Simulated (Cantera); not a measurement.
**MgCO3 + CO2 + H2 (calcination and drying)**

A closed system holds: 1 mol MgCO3, 0.77 mol CO2, 1.2 mol H2, equilibrated at 650 °C.

These are equilibrium values from Cantera (NASA tables, ideal gas, pure condensed phases), not measurements of a reactor. Candidate condensed phases: C, C6H6, C7H8, C8H18, H2O, Mg, MgCO3, MgO, Mg(OH)2; 116 gas species. Rates play no part.

From 10.0 Pa to 1.90 bar the condensed part is MgO(s). At 10.0 bar the condensed part is C(graphite) + MgO(s).

| P (Pa) | x CO2 | x H2O | x H2 | x CO | x CH4 | n MgO(s) | n C(graphite) |
|---|---|---|---|---|---|---|---|
| 10 | 0.397 | 0.199 | 0.205 | 0.199 | 3.08e-11 | 1.00 | 0 |
| 52 | 0.397 | 0.199 | 0.205 | 0.199 | 8.33e-10 | 1.00 | 0 |
| 270 | 0.397 | 0.199 | 0.205 | 0.199 | 2.25e-8 | 1.00 | 0 |
| 1400 | 0.397 | 0.199 | 0.205 | 0.199 | 6.04e-7 | 1.00 | 0 |
| 7200 | 0.397 | 0.199 | 0.205 | 0.199 | 1.60e-5 | 1.00 | 0 |
| 37000 | 0.397 | 0.200 | 0.204 | 0.199 | 0.000416 | 1.00 | 0 |
| 190000 | 0.410 | 0.204 | 0.190 | 0.187 | 0.00822 | 1.00 | 0 |
| 1000000 | 0.472 | 0.240 | 0.127 | 0.122 | 0.0377 | 1.00 | 0.0579 |
x: gas mole fraction; n: condensed amount in mol.
